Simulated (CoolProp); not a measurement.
Vapour-liquid equilibrium of ethanol (1) + n-nonane (2) at 767 kPa; x and y are mole fractions of (1).

The numbers come from the multi-fluid Helmholtz-energy mixture model, Schroeder 2014 and Lemmon 2006; pair parameters Bell 2016 in CoolProp.

**Question.** Give the bubble temperature and the first vapour's composition at x = 0.125, 0.275, 0.575. Is there an azeotrope?

**Answer.** x = 0.125: 185.7 °C, y = 0.678; x = 0.275: 161.7 °C, y = 0.826; x = 0.575: 149.1 °C, y = 0.892. No azeotrope shows between x = 0.05 and 0.95.

Pair parameters are fitted to limited data, so mixtures are less certain than the pure fluids. With so large a gap from Raoult's law the liquid may split in two, which this calculation doesn't test in full.
